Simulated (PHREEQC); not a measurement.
2.1 g of hydrous ferric oxide (600 m²/g; 0.2 weak and 0.005 strong sites per Fe, Dzombak-Morel constants, diffuse double layer) in 1 kg of water with 0.01 mol/kgw of an inert sodium salt and 0.87 mmol/kgw SrCl2 and 0.054 mmol/kgw NiCl2, at 25 °C; the pH is set by adding NaOH or the inert anion's acid. Oxygen alone is held at its pressure in air (log pO2 = -0.68). CO2 from the air is kept out. Nothing may precipitate in this run.

The series has 13 steps of pH, from 4 to 12.

Computed with PHREEQC (ion-association model, wateq4f.dat).

Problem. Near which pH is half of the Sr sorbed, and on which side is more sorbed?

Solution. Near pH 8.8, with more sorbed at higher pH.

Problem. Near which pH is half of the Ni sorbed, and on which side is more sorbed?

Solution. Near pH 5.9, with more sorbed at higher pH.
